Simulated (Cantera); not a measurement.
A diamond (100) surface in a fixed gas of H2 with x(CH4) = 0.016, x(H) = 0.00036, x(CH3) = 0.00038, at 1325 K; coverages are run to steady state.

Model: the Harris–Goodwin 1993 mechanism for the reconstructed diamond (100) surface, integrated in Cantera.

θ: site fractions in the mechanism's names (c6HH fully hydrogenated, c6H* and c6*H radical sites, c6** diradical, c6HM methylated).

```tsv
P (Pa)	growth (µm/h)	θ c6HH	θ c6H*	θ c6*H	θ c6**	θ c6HM
750	___	0.496	0.0432	0.444	0.0155	4.59e-5
1300	___	0.497	0.0432	0.443	0.0154	8.12e-5
2200	___	0.497	0.0431	0.443	0.0152	0.000141
3800	___	0.497	0.0431	0.442	0.0150	0.000250
6500	___	0.496	0.0430	0.441	0.0148	0.000439
11000	___	0.496	0.0430	0.441	0.0147	0.000756
19000	___	0.495	0.0429	0.440	0.0145	0.00132
32000	___	0.495	0.0428	0.439	0.0144	0.00222
```

Problem. What belongs in the gaps?

Solution. 
- 750, growth (µm/h): 0.0260
- 1300, growth (µm/h): 0.0689
- 2200, growth (µm/h): 0.166
- 3800, growth (µm/h): 0.390
- 6500, growth (µm/h): 0.846
- 11000, growth (µm/h): 1.73
- 19000, growth (µm/h): 3.55
- 32000, growth (µm/h): 7.03
